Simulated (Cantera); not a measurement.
**Adiabatic ignition**

An adiabatic, constant-volume homogeneous reactor starts with CH₄ : O₂ : N₂ = 1 : 1.43 : 5.37 (molar parts), at 1275 K and 590000 Pa.

Cantera simulation using GRI-Mech 3.0 (53 species, 325 reactions); the numbers are that mechanism's predictions, not measurements.

| t (s) | T (K) | P (bar) | x CH₄ | x O₂ | x H₂O₂ | x NO | x CO₂ |
|---|---|---|---|---|---|---|---|
| 1.00e-6 | 1275 | 5.90 | 0.128 | 0.183 | 1.16e-10 | <1e-12 | <1e-12 |
| 3.39e-6 | 1275 | 5.90 | 0.128 | 0.183 | 1.26e-9 | <1e-12 | <1e-12 |
| 1.15e-5 | 1275 | 5.90 | 0.128 | 0.183 | 1.20e-8 | <1e-12 | <1e-12 |
| 3.89e-5 | 1275 | 5.90 | 0.128 | 0.183 | 7.89e-8 | <1e-12 | 1.07e-11 |
| 0.000132 | 1275 | 5.90 | 0.128 | 0.183 | 2.24e-7 | <1e-12 | 1.08e-9 |
| 0.000447 | 1276 | 5.90 | 0.128 | 0.183 | 3.26e-7 | <1e-12 | 2.89e-8 |
| 0.00152 | 1280 | 5.92 | 0.127 | 0.183 | 1.12e-6 | <1e-12 | 4.58e-7 |
| 0.00514 | 2978 | 15.0 | 1.24e-11 | 0.00106 | 3.59e-7 | 0.00296 | 0.0342 |
| 0.0174 | 2978 | 15.0 | 1.24e-11 | 0.00106 | 3.59e-7 | 0.00296 | 0.0342 |
| 0.0590 | 2978 | 15.0 | 1.24e-11 | 0.00106 | 3.59e-7 | 0.00296 | 0.0342 |
| 0.200 | 2978 | 15.0 | 1.24e-11 | 0.00106 | 3.59e-7 | 0.00296 | 0.0342 |
x: mole fraction; the columns are a selection and need not sum to one.

- time of steepest temperature rise = 3.73 ms
- temperature at 0.200 s = 2978 K
- equilibrium temperature = 2978 K
- x(CH₄) at 0.200 s = 1.24e-11 (gas-phase equilibrium 1.44e-11)
- x(O₂) at 0.200 s = 0.00106 (gas-phase equilibrium 0.00106)
- x(H₂O₂) at 0.200 s = 3.59e-7 (gas-phase equilibrium 3.59e-7)
